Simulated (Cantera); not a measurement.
A closed system holds: 1 mol Si, 0.01 mol H2O, 33 mol H2, 0.44 mol O2, at 2198 K and 1 atm.

Method: chemical equilibrium by Gibbs-energy minimisation in Cantera with the NASA 1993 tables (ideal gas, pure condensed phases). Candidate condensed phases: H2O, Si, SiO2; 18 gas species. Gases not in the tables: Si2H6 and higher silanes. Kinetics and transport are ignored.

Question: What is the equilibrium state?

Answer: 
- x(H2): 0.968
- x(SiO): 0.0262
- x(H): 0.00544
- x(Si): 0.000357
- x(SiH2): 0.000286
- x(SiH): 0.000157
- x(H2O): 1.11e-5
- x(Si2): 5.69e-6
- x(Si3): 1.11e-6
- n(Si(l)): 0.0826 mol
- gas amount: 34.01 mol
